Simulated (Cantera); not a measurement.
Oxide etching and cleaning by halides: MgO + NF3 + O2 + F2

A closed system holds: 1 mol MgO, 0.58 mol NF3, 0.43 mol O2, 1.2 mol F2, at 1550 K and 1000 Pa.

These are equilibrium values from Cantera (NASA tables, ideal gas, pure condensed phases), not measurements of a reactor. Candidate condensed phases: Mg, MgF2, MgO; 24 gas species. The numbers say what is thermodynamically allowed, not how fast it happens.

```
Quantity                              Value
--------------------------------  ---------
x(F)                                  0.628
x(O2)                                 0.273
x(N2)                                0.0849
x(MgF2)                              0.0138
x(NO)                              0.000580
x(F2)                              0.000344
x(O)                                4.09e-5
x(FO)                               1.03e-5
x(Mg2F4)                            4.71e-6
n(MgF2(l))                        0.953 mol
gas amount                        3.406 mol
log10 activity of Mg(l) (absent)     -23.39
```
